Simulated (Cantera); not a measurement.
Feed: 1 mol Si, 3.8 mol NF₃, 2.4 mol H₂, 1.7 mol Cl₂, held at 0.740 bar.

Method: chemical equilibrium by Gibbs-energy minimisation in Cantera with the NASA 1993 tables (ideal gas, pure condensed phases). Candidate condensed phases: NH₄Cl, Si, Si₃N₄; 49 gas species. The numbers say what is thermodynamically allowed, not how fast it happens.

x: gas mole fraction; nothing condenses.

```csv
T (°C),x HF,x ClF,x N₂,x SiF₄,x F,x Cl,x Cl₂
500,0.449,0.243,0.178,0.0935,1.76e-6,1.10e-6,0.0374
575,0.449,0.243,0.178,0.0935,1.08e-5,6.02e-6,0.0374
650,0.449,0.243,0.178,0.0935,?,?,0.0374
725,0.449,0.243,0.178,0.0934,0.000183,8.48e-5,0.0374
800,0.448,0.242,0.177,0.0934,0.000559,0.000242,0.0375
875,0.448,0.241,0.177,0.0934,0.00147,0.000606,0.0378
950,0.448,0.239,0.177,0.0932,0.00341,0.00136,0.0383
1025,0.446,0.235,0.177,0.0930,0.00706,0.00281,0.0394
1100,0.444,0.227,0.176,0.0926,0.0132,0.00541,0.0410
1175,0.441,0.216,0.175,0.0920,0.0224,0.00982,0.0432
1250,0.437,0.201,0.173,0.0910,0.0351,0.0169,0.0456
1325,0.431,0.182,0.171,0.0898,0.0511,0.0276,0.0478
1400,0.423,?,0.168,0.0882,?,?,0.0488
1475,0.414,0.135,0.164,0.0863,0.0896,0.0626,0.0481
```

Question: Fill in the missing entries.

Answer: 
- 650, x F: 4.99e-5
- 650, x Cl: 2.51e-5
- 1400, x ClF: 0.160
- 1400, x F: 0.0696
- 1400, x Cl: 0.0427
